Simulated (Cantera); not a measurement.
**Equilibrium for nitride etching: AlN + H2 + HCl**

Feed: 1 mol AlN, 15 mol H2, 2.4 mol HCl, at 2100 K.

Cantera equilibrium calculation (NASA polynomials, part measured and part estimated; ideal gas, pure solids and liquids). Candidate condensed phases: Al, AlCl3, AlN, NH4Cl; 20 gas species. The tables' values for AlCl2 are old estimates; treat these amounts as uncertain. Kinetics and transport are ignored.

```csv
P (Pa),x H2,x H,x HCl,x AlCl,x Cl,x N2,x Al
1,0.321,0.558,0.0283,0.0263,0.0363,0.0189,0.0115
10,0.615,0.244,0.0543,0.0428,0.0159,0.0236,0.00428
100,0.763,0.0860,0.0680,0.0500,0.00564,0.0259,0.00141
1000,0.817,0.0282,0.0723,0.0518,0.00183,0.0268,0.000450
10000,0.838,0.00902,0.0711,0.0501,0.000563,0.0271,0.000141
100000,0.852,0.00288,0.0625,0.0434,0.000155,0.0273,4.44e-5
```
x: gas mole fraction; nothing condenses.

From 1.00e-5 bar to 1.00 bar nothing is condensed. The main Al-bearing gas is AlCl throughout.
